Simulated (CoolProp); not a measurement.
Vapour-liquid equilibrium of ethanol (1) + isohexane (2) at 460.5 K; x and y are mole fractions of (1).

The numbers come from the multi-fluid Helmholtz-energy mixture model, Schroeder 2014 and Lemmon 2006; pair parameters Bell 2016 in CoolProp.

```json
[
 {"x": "0.05", "bubble pressure (MPa)": "1.928", "y at the bubble point": "0.104", "dew pressure at overall composition x (MPa)": "1.821", "liquid density (mol/L)": "5.235"},
 {"x": "0.125", "bubble pressure (MPa)": "2.175", "y at the bubble point": "0.218", "dew pressure at overall composition x (MPa)": "1.972", "liquid density (mol/L)": "5.367"},
 {"x": "0.2", "bubble pressure (MPa)": "2.367", "y at the bubble point": "0.304", "dew pressure at overall composition x (MPa)": "2.134", "liquid density (mol/L)": "5.529"},
 {"x": "0.275", "bubble pressure (MPa)": "2.514", "y at the bubble point": "0.373", "dew pressure at overall composition x (MPa)": "2.302", "liquid density (mol/L)": "5.734"},
 {"x": "0.35", "bubble pressure (MPa)": "2.624", "y at the bubble point": "0.432", "dew pressure at overall composition x (MPa)": "2.467", "liquid density (mol/L)": "6.000"},
 {"x": "0.425", "bubble pressure (MPa)": "2.702", "y at the bubble point": "0.486", "dew pressure at overall composition x (MPa)": "___", "liquid density (mol/L)": "6.347"},
 {"x": "0.5", "bubble pressure (MPa)": "2.750", "y at the bubble point": "___", "dew pressure at overall composition x (MPa)": "2.718", "liquid density (mol/L)": "6.791"},
 {"x": "0.575", "bubble pressure (MPa)": "2.772", "y at the bubble point": "___", "dew pressure at overall composition x (MPa)": "2.770", "liquid density (mol/L)": "___"},
 {"x": "0.65", "bubble pressure (MPa)": "2.769", "y at the bubble point": "0.634", "dew pressure at overall composition x (MPa)": "2.763", "liquid density (mol/L)": "7.998"},
 {"x": "0.725", "bubble pressure (MPa)": "2.740", "y at the bubble point": "0.687", "dew pressure at overall composition x (MPa)": "2.706", "liquid density (mol/L)": "8.765"},
 {"x": "0.8", "bubble pressure (MPa)": "2.681", "y at the bubble point": "0.748", "dew pressure at overall composition x (MPa)": "2.614", "liquid density (mol/L)": "9.645"},
 {"x": "0.875", "bubble pressure (MPa)": "2.585", "y at the bubble point": "0.821", "dew pressure at overall composition x (MPa)": "2.505", "liquid density (mol/L)": "10.65"},
 {"x": "0.95", "bubble pressure (MPa)": "2.441", "y at the bubble point": "0.917", "dew pressure at overall composition x (MPa)": "2.390", "liquid density (mol/L)": "11.80"}
]
```

### Question
Fill in the missing entries.

### Answer

- 0.425, dew pressure at overall composition x (MPa): 2.612
- 0.5, y at the bubble point: 0.536
- 0.575, y at the bubble point: 0.585
- 0.575, liquid density (mol/L): 7.340

y crosses x between x = 0.575 and 0.65: the model has an azeotrope there.

The pair parameters rest on a limited set of measurements; away from them the model extrapolates.
